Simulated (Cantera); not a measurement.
An isothermal, constant-pressure homogeneous reactor starts with NO : N2 = 1 : 5.9 (molar parts), at 1975 K and 0.0910 bar. Integrator tolerance rtol = 1e-08.

Cantera simulation using GRI-Mech 3.0 (53 species, 325 reactions); the numbers are that mechanism's predictions, not measurements.

What does this change do: pressure from 0.0910 bar to 0.610 bar?


| quantity | before | after |
|---|---|---|
| x(NO) at 40.0 s | 0.00773 (gas-phase equilibrium 0.00449) | 0.00450 (gas-phase equilibrium 0.00449) |
| x(O2) at 40.0 s | 0.0683 (gas-phase equilibrium 0.0700) | 0.0701 (gas-phase equilibrium 0.0701) |
| x(N2O) at 40.0 s | 9.66e-8 (gas-phase equilibrium 8.26e-8) | 2.14e-7 (gas-phase equilibrium 2.14e-7) |
| x(NO2) at 40.0 s | 2.39e-6 (gas-phase equilibrium 1.40e-6) | 3.65e-6 (gas-phase equilibrium 3.64e-6) |
| x(N2) at 40.0 s | 0.923 (gas-phase equilibrium 0.925) | 0.925 (gas-phase equilibrium 0.925) |
| x(O) at 40.0 s | 0.000481 (gas-phase equilibrium 0.000486) | 0.000188 (gas-phase equilibrium 0.000188) |

What does this change do: N2 5.9 to 4.4 parts?


| quantity | before | after |
|---|---|---|
| x(NO) at 40.0 s | 0.00773 (gas-phase equilibrium 0.00449) | 0.00790 (gas-phase equilibrium 0.00502) |
| x(O2) at 40.0 s | 0.0683 (gas-phase equilibrium 0.0700) | 0.0883 (gas-phase equilibrium 0.0898) |
| x(N2O) at 40.0 s | 9.66e-8 (gas-phase equilibrium 8.26e-8) | 1.04e-7 (gas-phase equilibrium 9.15e-8) |
| x(NO2) at 40.0 s | 2.39e-6 (gas-phase equilibrium 1.40e-6) | 2.78e-6 (gas-phase equilibrium 1.78e-6) |
| x(N2) at 40.0 s | 0.923 (gas-phase equilibrium 0.925) | 0.903 (gas-phase equilibrium 0.905) |
| x(O) at 40.0 s | 0.000481 (gas-phase equilibrium 0.000486) | 0.000546 (gas-phase equilibrium 0.000550) |
